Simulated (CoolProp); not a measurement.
1,2-dichloroethane along the isobar 3030 kPa: Z from the reference equation and from simpler models built on Tc = 561.6 K, pc = 5226 kPa, ω = 0.269; each cubic takes its own stable root.

Computed with CoolProp (reference Helmholtz-energy equation of state, Thol 2015).

```tsv
T (K)	phase	reference	van der Waals	Redlich-Kwong	Soave-Redlich-Kwong	Peng-Robinson
280.6	liquid	0.1010	0.1755	0.1187	0.1162	0.1034
287.2	liquid	0.09935	0.1726	0.1168	0.1143	0.1016
293.8	liquid	0.09784	0.1698	0.1150	0.1124	0.09991
300.4	liquid	0.09641	?	0.1134	0.1106	0.09831
307	liquid	?	0.1646	0.1118	?	0.09680
313.6	liquid	0.09379	0.1623	0.1103	0.1074	0.09539
320.2	liquid	0.09258	0.1600	0.1089	0.1060	0.09405
326.8	liquid	0.09144	0.1579	0.1076	0.1046	0.09280
333.4	liquid	0.09037	0.1559	0.1064	0.1033	?
340	liquid	0.08936	0.1540	0.1053	0.1021	?
346.6	liquid	0.08841	0.1523	0.1042	0.1009	0.08948
353.2	liquid	0.08751	0.1506	?	0.09990	0.08852
359.8	liquid	0.08668	0.1491	0.1023	0.09892	0.08763
366.5	liquid	0.08588	0.1476	0.1015	0.09801	?
373.1	liquid	0.08516	0.1462	0.1008	0.09718	0.08603
379.7	liquid	0.08448	0.1450	0.1001	0.09643	0.08533
```

**Question.** Complete the blanks.

**Answer.** 
- 300.4, van der Waals: 0.1671
- 307, reference: 0.09506
- 307, Soave-Redlich-Kwong: 0.1090
- 333.4, Peng-Robinson: 0.09162
- 340, Peng-Robinson: 0.09051
- 353.2, Redlich-Kwong: 0.1032
- 366.5, Peng-Robinson: 0.08679
